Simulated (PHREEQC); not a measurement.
Make-up at 25 °C: 140 mmol/kgw NH4Cl, 14 mmol/kgw MnCl2 and 34 mmol/kgw Sr(OH)2. Closed to the air; pH follows from the charge balance.

The numbers come from PHREEQC with the ion-association model, wateq4f.dat.

No solid was allowed to form.

Question: Predict the pH, ionic strength.

Answer: pH 9.34; ionic strength 0.211 mol/kgw.

Question: In which forms is Mn present?

Answer: Mn+2 81 %, MnCl+ 17 %, MnOH+ 2.0 %, MnCl2 0.6 % of the Mn.

Examples of supersaturated solids here: Pyrochroite. Others may be too.
